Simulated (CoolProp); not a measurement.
Vapour-liquid equilibrium of R115 (1) + R22 (2) at 188.9 K; x and y are mole fractions of (1).

Computed with CoolProp (multi-fluid Helmholtz-energy mixture model, Lemmon 2016 and Kamei 1995; pair parameters Bell 2016).

```tsv
x	bubble pressure (kPa)	y at the bubble point	dew pressure at overall composition x (kPa)	liquid density (mol/L)
0.05	8.135	0.115	7.809	17.18
0.125	8.879	0.248	8.190	16.46
0.2	9.476	0.347	8.600	15.80
0.275	9.919	0.419	9.039	15.18
0.35	10.22	0.473	9.497	14.60
0.425	10.40	0.514	9.953	14.06
0.5	10.49	0.545	10.35	13.56
0.575	10.52	0.570	10.51	13.09
0.65	10.48	0.592	10.20	12.65
0.725	10.39	0.617	9.622	12.24
0.8	10.20	0.650	9.018	11.87
0.875	9.772	0.706	8.449	11.51
0.95	8.825	0.825	7.929	11.19
```

y crosses x between x = 0.5 and 0.575: the model has an azeotrope there.

Pair parameters are fitted to limited data, so mixtures are less certain than the pure fluids.
